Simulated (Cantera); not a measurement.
**Premixed flame**

A freely propagating, adiabatic, planar premixed flame of 11.0 % CH4, 6.37 % H2, 16.8 % O2, 63.1 % N2, 2.75 % CO2, equivalence ratio 1.5, unburnt at 698 K and 8.50 bar; mixture-averaged transport, grid criteria slope 0.08 and curve 0.16, no radiation.

Detailed kinetics in Cantera: GRI-Mech 3.0 (53 species, 325 reactions). Burning velocities carry a grid error of a few per cent, more on coarse grids.

```json
[
 {"z (mm)": "-0.340", "T (K)": "700", "u (m/s)": "0.455", "x CH4": "0.110", "x H2": "0.0634", "x O2": "0.168", "x CH2O": "1.14e-6", "x N2O": "<1e-8", "x C2H4": "5.01e-7"},
 {"z (mm)": "-0.227", "T (K)": "709", "u (m/s)": "0.461", "x CH4": "0.109", "x H2": "0.0630", "x O2": "0.168", "x CH2O": "8.15e-6", "x N2O": "<1e-8", "x C2H4": "3.66e-6"},
 {"z (mm)": "-0.170", "T (K)": "733", "u (m/s)": "0.477", "x CH4": "0.108", "x H2": "0.0626", "x O2": "0.166", "x CH2O": "3.88e-5", "x N2O": "<1e-8", "x C2H4": "1.77e-5"},
 {"z (mm)": "-0.113", "T (K)": "843", "u (m/s)": "0.550", "x CH4": "0.0999", "x H2": "0.0618", "x O2": "0.158", "x CH2O": "0.000268", "x N2O": "<1e-8", "x C2H4": "0.000128"},
 {"z (mm)": "-0.0567", "T (K)": "1251", "u (m/s)": "0.828", "x CH4": "0.0701", "x H2": "0.0611", "x O2": "0.117", "x CH2O": "0.00140", "x N2O": "3.15e-8", "x C2H4": "0.000889"},
 {"z (mm)": "-0.0283", "T (K)": "1609", "u (m/s)": "1.08", "x CH4": "0.0425", "x H2": "0.0611", "x O2": "0.0752", "x CH2O": "0.00128", "x N2O": "6.83e-8", "x C2H4": "0.00171"},
 {"z (mm)": "0", "T (K)": "1934", "u (m/s)": "1.31", "x CH4": "0.0179", "x H2": "0.0610", "x O2": "0.0336", "x CH2O": "0.000442", "x N2O": "8.46e-8", "x C2H4": "0.00137"},
 {"z (mm)": "0.0283", "T (K)": "2103", "u (m/s)": "1.43", "x CH4": "0.00694", "x H2": "0.0610", "x O2": "0.0115", "x CH2O": "0.000146", "x N2O": "5.15e-8", "x C2H4": "0.000398"},
 {"z (mm)": "0.0567", "T (K)": "2166", "u (m/s)": "1.47", "x CH4": "0.00363", "x H2": "0.0619", "x O2": "0.00397", "x CH2O": "6.28e-5", "x N2O": "2.49e-8", "x C2H4": "0.000109"},
 {"z (mm)": "0.113", "T (K)": "2198", "u (m/s)": "1.50", "x CH4": "0.00192", "x H2": "0.0643", "x O2": "0.000681", "x CH2O": "2.11e-5", "x N2O": "<1e-8", "x C2H4": "2.15e-5"},
 {"z (mm)": "0.227", "T (K)": "2204", "u (m/s)": "1.50", "x CH4": "0.00107", "x H2": "0.0672", "x O2": "4.47e-5", "x CH2O": "7.77e-6", "x N2O": "<1e-8", "x C2H4": "5.45e-6"},
 {"z (mm)": "0.454", "T (K)": "2201", "u (m/s)": "1.50", "x CH4": "0.000507", "x H2": "0.0697", "x O2": "1.64e-6", "x CH2O": "3.24e-6", "x N2O": "<1e-8", "x C2H4": "1.62e-6"},
 {"z (mm)": "0.907", "T (K)": "2199", "u (m/s)": "1.50", "x CH4": "0.000147", "x H2": "0.0714", "x O2": "1.08e-6", "x CH2O": "9.05e-7", "x N2O": "<1e-8", "x C2H4": "2.86e-7"}
]
```
x: mole fraction of selected species; z is measured from the peak of heat release.

| Property | Result |
|---|---|
| laminar burning velocity | 45.4 cm/s |
| thermal thickness | 0.113 mm |
| peak x(CH2O) | 0.00153 |
| peak x(C2H4) | 0.00183 |
| grid points | 130 |
